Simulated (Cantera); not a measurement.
An isothermal, constant-pressure homogeneous reactor starts with 0.645 % CH₄, 99.2 % H₂, 0.198 % CO₂, at 2275 K and 16.5 Torr.

Detailed kinetics in Cantera: GRI-Mech 3.0 (53 species, 325 reactions). GRI-Mech 3.0 stops at C3 and has no aromatics, soot or wall deposition, so with more carbon than oxygen in the feed, carbon stays in small species such as C2H2 where larger ones or solid carbon would form. Radical loss at walls, strong at low pressure, is not modelled.

One state of this run: x CH₄ = 9.27e-5; x H₂ = 0.957; x CO₂ = 5.85e-7; x CH₂ = 3.74e-6; x O₂ = 8.48e-11. x: mole fraction; the columns are a selection and need not sum to one.

Question: Which value of t (s) does it belong to?
A) 5.00
B) 0.134
C) 0.00175
D) 0.000200

Answer: B, 0.134
